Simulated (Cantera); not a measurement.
# Transport properties of process gases

Gas mixture: 72.7 % NO, 27.3 % CO₂, at 1.01 bar, frozen composition.

Cantera's kinetic-theory transport with the Lennard-Jones parameters of GRI-Mech 3.0, ideal gas; thermal conductivity in the multicomponent form. The composition is frozen, though it would react at the higher temperatures.

| T (K) | ρ (kg/m³) | cp (J/kg/K) | μ (µPa s) | λ (mW/m/K) | Pr | D (cm²/s) O | D (cm²/s) H₂O | D (cm²/s) CH₄ |
|---|---|---|---|---|---|---|---|---|
| 400 | 1.03 | 977.0 | 22.0 | 30.4 | 0.709 | 0.495 | 0.355 | 0.345 |
| 500 | 0.824 | 1015 | 26.1 | 37.2 | 0.712 | 0.727 | 0.544 | 0.510 |
| 600 | 0.687 | 1053 | 29.8 | 43.9 | 0.714 | 0.991 | 0.765 | 0.699 |
| 700 | 0.589 | 1088 | 33.2 | 50.5 | 0.715 | 1.29 | 1.02 | 0.911 |
| 800 | 0.515 | 1119 | 36.4 | 57.0 | 0.716 | 1.61 | 1.29 | 1.14 |
| 900 | 0.458 | 1146 | 39.5 | 63.1 | 0.717 | 1.96 | 1.59 | 1.40 |
| 1000 | 0.412 | 1169 | 42.4 | 69.1 | 0.717 | 2.34 | 1.92 | 1.67 |
| 1100 | 0.375 | 1186 | 45.2 | 74.8 | 0.718 | 2.74 | 2.27 | 1.96 |
| 1200 | 0.344 | 1202 | 47.9 | 80.3 | 0.718 | 3.17 | 2.64 | 2.26 |
D: mixture-averaged diffusion coefficient of that species in the mixture.
